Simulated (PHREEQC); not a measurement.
0.52 g of hydrous ferric oxide (600 m²/g; 0.2 weak and 0.005 strong sites per Fe, Dzombak-Morel constants, diffuse double layer) in 1 kg of water with 0.005 mol/kgw of an inert sodium salt, at 25 °C; the pH is set by adding NaOH or the inert anion's acid. O2 is buffered at 0.21 atm. The system is closed to CO2. No solid was allowed to form.

The numbers come from PHREEQC with the ion-association model, wateq4f.dat.

```csv
pH,surface charge σ (C/m²),surface potential ψ (mV)
3,0.305,214
3.5,0.245,206
4.5,0.132,177
5,0.091,158
5.5,0.060,137
6.5,0.023,89
7,0.013,62
7.5,0.006,34
8.5,-0.004,-22
9,-0.009,-50
9.5,-0.018,-77
10.5,-0.050,-127
11,-0.081,-148
```

Complexes and solids missing from the database can't appear. The oxide is taken as insoluble; below pH 4 it would dissolve.
